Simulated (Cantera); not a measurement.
# Thermodynamics of boron, boron nitride and boron oxide, feed BCl3 + O2 + H2

Input: 1 mol BCl3, 0.42 mol O2, 70 mol H2, held at 2248 K.

These are equilibrium values from Cantera (NASA tables, ideal gas, pure condensed phases), not measurements of a reactor. Candidate condensed phases: B, B2O3, B3O3H3, H2O; 33 gas species. The tables' values for BCl, BH2, BOCl, BCl2 are old estimates; treat these amounts as uncertain. Gases not in the tables: B2H6 and higher boranes. Rates play no part.

```csv
P (Pa),x H2,x H,x HCl,x Cl,x HBO,x BO,x BCl
10,0.461,0.499,0.0165,0.0129,0.000631,0.00798,0.00135
63,0.707,0.246,0.0274,0.00691,0.00198,0.00807,0.00180
400,0.843,0.107,0.0340,0.00311,0.00433,0.00640,0.00200
2500,0.904,0.0442,0.0370,0.00131,0.00693,0.00396,0.00203
16000,0.930,0.0177,0.0385,0.000530,0.00887,0.00197,0.00190
100000,0.940,0.00712,0.0393,0.000215,0.00989,0.000876,0.00158
```
x: gas mole fraction; nothing condenses.

From 10.0 Pa to 1.00 bar nothing is condensed. The main B-bearing gas is BO at 10.0 Pa and HBO at 1.00 bar.
